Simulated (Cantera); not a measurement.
Cantera run:

```python
import numpy as np
import cantera as ct

gas_names = """
    Br Br2 H HBr H2 Si SiBr SiBr2 SiBr3 SiBr4 SiH SiHBr3 SiH2 SiH2Br2 SiH3 SiH3Br SiH4 Si2 Si3
""".split()
cond_names = """
    Br2(cr) Br2(L) Si(cr) Si(L)
""".split()


def load(file, names, dense=False):
    # The tables refer to 1 bar. Condensed volumes are neglected.
    table = {s.name: s for s in ct.Species.list_from_file(file)}
    out = []
    for n in names:
        d = dict(table[n].input_data)
        d["thermo"] = dict(d["thermo"], **{"reference-pressure": 1e5})
        if dense:
            d["equation-of-state"] = {"model": "constant-volume", "density": "1e6 g/cm^3"}
        out.append(ct.Species.from_dict(d))
    return out


gas = ct.Solution(thermo="ideal-gas", species=load("nasa_gas.yaml", gas_names))
cond = {s.name: ct.Solution(thermo="fixed-stoichiometry", species=[s], name=s.name)
        for s in load("nasa_condensed.yaml", cond_names, dense=True)}
atoms = {
    'Si': {'Si': 1},
    'HBr': {'H': 1, 'Br': 1},
    'H2': {'H': 2},
}
top_T = {}  # K; cautious upper limits of use, not melting points


def equilibrate(T, P, feed):
    n = {}
    for name, mol in feed.items():
        for a, k in atoms[name].items():
            n[a] = n.get(a, 0.0) + k * mol
    gas.TPX = T, P, n
    mass = sum(n.values()) * gas.mean_molecular_weight
    gas.equilibrate("TP")
    valid = [c for c in cond.values() if c.min_temp <= T <= top_T.get(c.name, c.max_temp)]
    mix = ct.Mixture([(gas, mass / gas.mean_molecular_weight)] + [(c, 0.0) for c in valid])
    mix.T, mix.P = T, P
    mix.equilibrate("TP", solver="vcs", rtol=1e-11, max_steps=5000)
    return mix


results = []
feed = {'Si': 1, 'HBr': 13, 'H2': 0.25}  # mol
P = 230  # Pa
for T in [475, 625, 775, 925, 1075, 1225, 1375, 1525, 1675]:
    mix = equilibrate(T, P, feed)
    results.append((T, P, feed, dict(zip(mix.species_names, mix.species_moles))))
    x = sorted(zip(gas.X, gas.species_names), reverse=True)
    print(f"T = {T:g} K  P = {P:g} Pa  gas = {mix.phase_moles(0):.4g} mol")
    print("   x: " + "  ".join(f"{s} {v:.3e}" for v, s in x if v > 1e-05))
    print("   condensed (mol): " + ("  ".join(f"{mix.phase(i).name} {mix.phase_moles(i):.4g}"
          for i in range(1, mix.n_phases) if mix.phase_moles(i) > 1e-12) or "none"))
```

Result:

```
T = 475 K  P = 230 Pa  gas = 12.25 mol
   x: HBr 7.347e-01  H2 1.837e-01  SiBr4 8.163e-02
   condensed (mol): none
T = 625 K  P = 230 Pa  gas = 12.25 mol
   x: HBr 7.347e-01  H2 1.837e-01  SiBr4 8.163e-02
   condensed (mol): none
T = 775 K  P = 230 Pa  gas = 12.25 mol
   x: HBr 7.347e-01  H2 1.837e-01  SiBr4 8.163e-02
   condensed (mol): none
T = 925 K  P = 230 Pa  gas = 12.25 mol
   x: HBr 7.347e-01  H2 1.836e-01  SiBr4 8.157e-02  SiHBr3 4.219e-05  Br 3.128e-05  SiBr3 2.010e-05
   condensed (mol): none
T = 1075 K  P = 230 Pa  gas = 12.26 mol
   x: HBr 7.349e-01  H2 1.831e-01  SiBr4 8.062e-02  Br 4.943e-04  SiBr3 4.447e-04  SiBr2 3.526e-04  SiHBr3 1.468e-04
   condensed (mol): none
T = 1225 K  P = 230 Pa  gas = 12.44 mol
   x: HBr 7.458e-01  H2 1.696e-01  SiBr4 6.523e-02  SiBr2 1.136e-02  Br 4.219e-03  SiBr3 3.520e-03  SiHBr3 2.793e-04  Br2 1.618e-05
   condensed (mol): none
T = 1375 K  P = 230 Pa  gas = 13.11 mol
   x: HBr 7.666e-01  H2 1.316e-01  SiBr2 4.978e-02  Br 2.541e-02  SiBr4 2.055e-02  SiBr3 5.827e-03  SiHBr3 1.387e-04  Br2 7.064e-05  H 2.592e-05
   condensed (mol): none
T = 1525 K  P = 230 Pa  gas = 13.79 mol
   x: HBr 7.041e-01  H2 1.372e-01  Br 8.585e-02  SiBr2 6.741e-02  SiBr3 2.892e-03  SiBr4 2.156e-03  H 1.827e-04  Br2 1.460e-04  SiHBr3 2.978e-05  SiBr 1.321e-05
   condensed (mol): none
T = 1675 K  P = 230 Pa  gas = 14.58 mol
   x: HBr 5.708e-01  Br 1.823e-01  H2 1.771e-01  SiBr2 6.733e-02  H 1.019e-03  SiBr3 9.929e-04  SiBr4 1.619e-04  Br2 1.606e-04  SiBr 1.071e-04
   condensed (mol): none
```

These are equilibrium values from Cantera (NASA tables, ideal gas, pure condensed phases), not measurements of a reactor. The tables' values for SiBr3, SiBr are old estimates; treat these amounts as uncertain.
